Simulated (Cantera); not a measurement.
Cantera run:

```python
import numpy as np
import cantera as ct

gas_names = """
    Br Br2 H HBr HO2 H2 H2O H2O2 Na NaBr NaH NaO NaOH Na2 Na2O Na2O2H2 O OH O2 O3
""".split()
cond_names = """
    Br2(cr) Br2(L) H2O(s) H2O(L) Na(cr) Na(L) NaBr(s) NaBr(L) NaOH(a) NaOH(L) NaO2(s) Na2O(c) Na2O(a)
    Na2O(L) Na2O2(a) Na2O2(b)
""".split()


def load(file, names, dense=False):
    # The tables refer to 1 bar. Condensed volumes are neglected.
    table = {s.name: s for s in ct.Species.list_from_file(file)}
    out = []
    for n in names:
        d = dict(table[n].input_data)
        d["thermo"] = dict(d["thermo"], **{"reference-pressure": 1e5})
        if dense:
            d["equation-of-state"] = {"model": "constant-volume", "density": "1e6 g/cm^3"}
        out.append(ct.Species.from_dict(d))
    return out


gas = ct.Solution(thermo="ideal-gas", species=load("nasa_gas.yaml", gas_names))
cond = {s.name: ct.Solution(thermo="fixed-stoichiometry", species=[s], name=s.name)
        for s in load("nasa_condensed.yaml", cond_names, dense=True)}
atoms = {
    'NaBr': {'Na': 1, 'Br': 1},
    'H2O': {'H': 2, 'O': 1},
    'H2': {'H': 2},
}
top_T = {'NaO2(s)': 800, 'Na2O2(b)': 940}  # K; cautious upper limits of use, not melting points


def equilibrate(T, P, feed):
    n = {}
    for name, mol in feed.items():
        for a, k in atoms[name].items():
            n[a] = n.get(a, 0.0) + k * mol
    gas.TPX = T, P, n
    mass = sum(n.values()) * gas.mean_molecular_weight
    gas.equilibrate("TP")
    valid = [c for c in cond.values() if c.min_temp <= T <= top_T.get(c.name, c.max_temp)]
    mix = ct.Mixture([(gas, mass / gas.mean_molecular_weight)] + [(c, 0.0) for c in valid])
    mix.T, mix.P = T, P
    mix.equilibrate("TP", solver="vcs", rtol=1e-11, max_steps=5000)
    return mix


results = []
feed = {'NaBr': 1, 'H2O': 11, 'H2': 9.5}  # mol
T = 2125  # K
P = 2.1  # Pa
mix = equilibrate(T, P, feed)
results.append((T, P, feed, dict(zip(mix.species_names, mix.species_moles))))
x = sorted(zip(gas.X, gas.species_names), reverse=True)
print(f"T = {T:g} K  P = {P:g} Pa  gas = {mix.phase_moles(0):.4g} mol")
print("   x: " + "  ".join(f"{s} {v:.3e}" for v, s in x if v > 0.001))
print("   condensed (mol): " + ("  ".join(f"{mix.phase(i).name} {mix.phase_moles(i):.4g}"
      for i in range(1, mix.n_phases) if mix.phase_moles(i) > 1e-12) or "none"))
```

Result:

```
T = 2125 K  P = 2.1 Pa  gas = 31.37 mol
   x: H 3.784e-01  H2 2.281e-01  H2O 2.137e-01  O 5.173e-02  OH 4.399e-02  Na 3.159e-02  Br 3.064e-02  O2 2.061e-02
   condensed (mol): none
```

Method: chemical equilibrium by Gibbs-energy minimisation in Cantera with the NASA 1993 tables (ideal gas, pure condensed phases).
